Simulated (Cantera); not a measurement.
# Ignition delay

Mixture: 17.8 % CH3OH, 16.7 % O2, 62.8 % N2, 2.67 % CO2, at 3600000 Pa, adiabatic and at constant volume. Ignition delay is the time to a rise of 400 K.

Computed with Cantera and GRI-Mech 3.0 (53 species, 325 reactions). GRI-Mech 3.0 was tuned for natural gas; its chemistry of methanol as a main component is partial and can be far from experiment. The pressure lies above the range GRI-Mech 3.0 was tuned for (to about 10 atm).

| T0 (K) | delay (ms) |
|---|---|
| 1075 | 6.06 |
| 1150 | 1.36 |
| 1225 | 0.366 |
| 1300 | 0.115 |
| 1375 | 0.0416 |
| 1450 | 0.0169 |
| 1525 | 0.00765 |

```yaml
apparent activation energy between 1375 and 1525 K: 200 kJ/mol
```
